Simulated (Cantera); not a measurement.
Input (Python, Cantera):

```python
import numpy as np
import cantera as ct

gas = ct.Solution("h2o2.yaml")


def delay(T, t_max=10):
    gas.TPX = T, 500000, {'H2': 1, 'O2': 1.25, 'N2': 3.2}
    reactor = ct.IdealGasConstPressureReactor(gas, clone=False)
    net = ct.ReactorNet([reactor])
    net.rtol, net.atol = 1e-8, 1e-16
    while net.time < t_max:
        t_old, T_old = net.time, reactor.T
        net.step()
        if reactor.T > T + 400:  # ignition: a rise of 400 K
            return t_old + (T + 400 - T_old) / (reactor.T - T_old) * (net.time - t_old)
    return np.nan


taus = []
for T in [1100, 1150, 1200, 1250, 1300, 1350, 1400, 1450, 1500, 1550]:
    taus.append(delay(T))
    print(f"T0 = {T:6g} K   tau = {taus[-1]:.4e} s")
```

Result:

```
T0 =   1100 K   tau = 5.4821e-04 s
T0 =   1150 K   tau = 3.4403e-05 s
T0 =   1200 K   tau = 1.3495e-05 s
T0 =   1250 K   tau = 8.2997e-06 s
T0 =   1300 K   tau = 5.9061e-06 s
T0 =   1350 K   tau = 4.5333e-06 s
T0 =   1400 K   tau = 3.6518e-06 s
T0 =   1450 K   tau = 3.0465e-06 s
T0 =   1500 K   tau = 2.6134e-06 s
T0 =   1550 K   tau = 2.2959e-06 s
```

Detailed kinetics in Cantera: the H2/O2 subset of GRI-Mech 3.0, which has no nitrogen chemistry. The hydrogen kinetics of GRI-Mech 3.0 are dated; newer H2 mechanisms differ, most at raised pressure. Where the delays flatten at high temperature, the 400 K rule measures the pace of heat release, not the induction time.
